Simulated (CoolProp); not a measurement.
Vapour-liquid equilibrium of diethyl ether (1) + benzene (2) at 0.811 MPa; x and y are mole fractions of (1).

Computed with CoolProp (multi-fluid Helmholtz-energy mixture model, Thol 2014 and Thol 2012; pair parameters Bell 2016).

```
x     bubble temperature, mixture model (K)  bubble temperature, Raoult's law (K)  y, mixture model  y, Raoult's law
----  -------------------------------------  ------------------------------------  ----------------  ---------------
0.05                                  435.7                                 435.1             0.113            0.135
0.2                                   424.0                                 422.4             0.383            0.434
0.35                                  413.9                                 412.1             0.578            0.630
0.5                                   405.2                                 403.5             0.722            0.764
0.65                                  397.6                                 396.3             0.831            0.861
0.8                                   390.8                                 390.0             0.915            0.931
0.95                                  384.7                                 384.5             0.981            0.985
```

The largest gap from Raoult's law is +1.8 K in bubble temperature, at x = 0.35. No azeotrope shows between x = 0.05 and 0.95.

Pair parameters are fitted to limited data, so mixtures are less certain than the pure fluids.
